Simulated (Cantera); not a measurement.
Input (Python, Cantera):

```python
import numpy as np
import cantera as ct

gas = ct.Solution("gri30.yaml", transport_model="multicomponent")
show = ['H2', 'H', 'O']

rows = []
print(f"{'T/K':>7s}{'rho':>11s}{'cp':>10s}{'mu':>11s}{'lambda':>11s}{'Pr':>7s}" + "".join(f"{'D_' + s:>11s}" for s in show))
for T in [400, 600, 800, 1000, 1200, 1400, 1600, 1800]:
    gas.TPX = T, 500000, {'N2O': 0.85}
    Pr = gas.cp_mass * gas.viscosity / gas.thermal_conductivity
    D = [gas.mix_diff_coeffs_mole[gas.species_index(s)] for s in show]
    rows.append([gas.density, gas.cp_mass, gas.viscosity, gas.thermal_conductivity, Pr, *D])
    print(f"{T:7g}{gas.density:11.4e}{gas.cp_mass:10.1f}{gas.viscosity:11.4e}"
          f"{gas.thermal_conductivity:11.4e}{Pr:7.3f}" + "".join(f"{d:11.4e}" for d in D))
print("SI units: kg/m3, J/kg/K, Pa s, W/m/K, m2/s")
```

Output:

```
    T/K        rho        cp         mu     lambda     Pr       D_H2        D_H        D_O
    400 6.6169e+00     970.3 1.9459e-05 2.5299e-02  0.746 2.1857e-05 3.3647e-05 8.5092e-06
    600 4.4113e+00    1101.3 2.7324e-05 4.0429e-02  0.744 4.3601e-05 6.9487e-05 1.7252e-05
    800 3.3085e+00    1191.6 3.4048e-05 5.4682e-02  0.742 7.0692e-05 1.1453e-04 2.8175e-05
   1000 2.6468e+00    1254.7 4.0022e-05 6.7878e-02  0.740 1.0259e-04 1.6772e-04 4.1048e-05
   1200 2.2056e+00    1294.3 4.5464e-05 7.9761e-02  0.738 1.3895e-04 2.2836e-04 5.5716e-05
   1400 1.8906e+00    1326.8 5.0510e-05 9.1048e-02  0.736 1.7947e-04 2.9594e-04 7.2064e-05
   1600 1.6542e+00    1353.3 5.5249e-05 1.0177e-01  0.735 2.2396e-04 3.7009e-04 9.0004e-05
   1800 1.4704e+00    1374.6 5.9744e-05 1.1197e-01  0.733 2.7223e-04 4.5050e-04 1.0946e-04
SI units: kg/m3, J/kg/K, Pa s, W/m/K, m2/s
```

Detailed kinetics in Cantera: GRI-Mech 3.0 (53 species, 325 reactions). The composition is frozen, though it would react at the higher temperatures.
